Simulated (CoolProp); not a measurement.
Values from CoolProp's reference Helmholtz-energy equation of state, Lemmon 2005. It is a short technical equation, of lower accuracy than the large ones.

For cis-2-butene, give the phase and the density (kg/m³), cp (kJ/(kg K)), isothermal compressibility (1/MPa), expansivity (1/kK) at 421 K and 0.937 MPa; 439.9 K and 0.937 MPa.


- 421 K and 0.937 MPa: gas; density 16.5, cp 2.03, isothermal compressibility 1.18, expansivity 3.25
- 439.9 K and 0.937 MPa: gas; density 15.6, cp 2.08, isothermal compressibility 1.16, expansivity 2.97
